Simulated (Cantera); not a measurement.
Charge: 1 mol MgO, 0.018 mol N2, at 1573 K and 90.0 mbar.

Cantera equilibrium calculation (NASA polynomials, part measured and part estimated; ideal gas, pure solids and liquids). Candidate condensed phases: Mg, MgO; 13 gas species. The numbers say what is thermodynamically allowed, not how fast it happens.

Base state: N2 1.00 (mole fractions); condensed: MgO(s).

Question: What changes in the equilibrium state with this change: temperature from 1573 K to 2423 K?

Answer: 
| species | before | after |
|---|---|---|
| N2 | 1.00 | 0.987 |
| Mg | 6.81e-8 | 0.00739 |
| NO | 6.70e-8 | 0.00214 |
| O2 | <1e-9 | 0.00191 |
| O | <1e-9 | 0.00143 |
| MgO | <1e-9 | 0.000215 |
| MgO(s), mol | 1.00 | 1.000 |

Question: What changes in the equilibrium state with this change: 0.43 mol H2S added?

Answer: 
```tsv
species	before	after
H2	0	0.494
S2	0	0.245
H2S	0	0.190
N2	1.00	0.0302
H2O	0	0.0338
SH	0	0.00742
S	0	0.000151
H	0	9.52e-5
SO	0	9.15e-5
MgO(s), mol	1.00	0.980
MgS(s), mol	0	0.0203
```
Mutual solubility and eutectic melting of coexisting phases are not modelled. Further candidate phases: H2O, H2SO4, Mg(OH)2, MgS, MgSO4, S.
